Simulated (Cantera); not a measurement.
Charge: 1 mol PH3, a varied amount of H2O, 0.042 mol O2, at 2877 °C and 32.0 Pa.

Equilibrium computed with Cantera from the NASA thermochemical tables; the gas is ideal and each condensed phase is pure. Candidate condensed phases: H2O, P, P4O10; 17 gas species. Gases not in the tables: HPO2, HPO3 and P4O6. Rates play no part.

Q: At 0.55 mol H2O, list the 4 most abundant gas species with their mole fractions, and the condensed phases.

A: H 0.738, P 0.144, O 0.0779, PO 0.0365. Condensed: gas only.
